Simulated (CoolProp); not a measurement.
Values from CoolProp's reference Helmholtz-energy equation of state, McLinden 2020.

Q: Give the vapour pressure (bar), enthalpy of vaporisation (kJ/kg), vapour Z of saturated R1336mzz(Z) at 393.4, 410.6 K.

A: 
| T (K) | p (bar) | enthalpy of vaporisation (kJ/kg) | vapour Z |
|---|---|---|---|
| 393.4 | 11.1 | 111 | 0.729 |
| 410.6 | 15.6 | 94.6 | 0.649 |
